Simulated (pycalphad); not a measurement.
## Phase fractions of Mg-17.11Si-8.6Al (at.%)

All values are pycalphad results on the COST 507 light-alloy database (1999) (1 atm), not direct measurements. These are 1990s assessments: newer ones move some temperatures and phases. Amounts are mole fractions of atoms. Kinetics are ignored, which matters at the lower temperatures.

```json
[
 {"T (K)": "1250", "LIQUID": "1.000", "MG2SI": "-", "HCP_A3": "-", "ALMG_GAMMA": "-"},
 {"T (K)": "1170", "LIQUID": "?", "MG2SI": "?", "HCP_A3": "-", "ALMG_GAMMA": "-"},
 {"T (K)": "1090", "LIQUID": "0.628", "MG2SI": "0.372", "HCP_A3": "-", "ALMG_GAMMA": "-"},
 {"T (K)": "1010", "LIQUID": "0.560", "MG2SI": "0.440", "HCP_A3": "-", "ALMG_GAMMA": "-"},
 {"T (K)": "930", "LIQUID": "0.521", "MG2SI": "0.479", "HCP_A3": "-", "ALMG_GAMMA": "-"},
 {"T (K)": "850", "LIQUID": "0.501", "MG2SI": "0.499", "HCP_A3": "-", "ALMG_GAMMA": "-"},
 {"T (K)": "770", "LIQUID": "0.309", "MG2SI": "0.510", "HCP_A3": "0.180", "ALMG_GAMMA": "-"},
 {"T (K)": "690", "LIQUID": "-", "MG2SI": "0.513", "HCP_A3": "0.372", "ALMG_GAMMA": "0.115"},
 {"T (K)": "610", "LIQUID": "-", "MG2SI": "0.513", "HCP_A3": "0.335", "ALMG_GAMMA": "0.151"},
 {"T (K)": "530", "LIQUID": "-", "MG2SI": "0.513", "HCP_A3": "0.310", "ALMG_GAMMA": "0.176"},
 {"T (K)": "450", "LIQUID": "-", "MG2SI": "0.513", "HCP_A3": "?", "ALMG_GAMMA": "?"},
 {"T (K)": "370", "LIQUID": "-", "MG2SI": "0.513", "HCP_A3": "0.285", "ALMG_GAMMA": "0.201"}
]
```

### Question
Complete the blanks.

### Answer

- 1170, LIQUID: 0.757
- 1170, MG2SI: 0.243
- 450, HCP_A3: 0.295
- 450, ALMG_GAMMA: 0.192

Database names, with the compositions (at.%) that they take in these runs: MG2SI: Mg 67 Si 33; ALMG_GAMMA: Mg 59 Al 40. HCP_A3 is hcp.
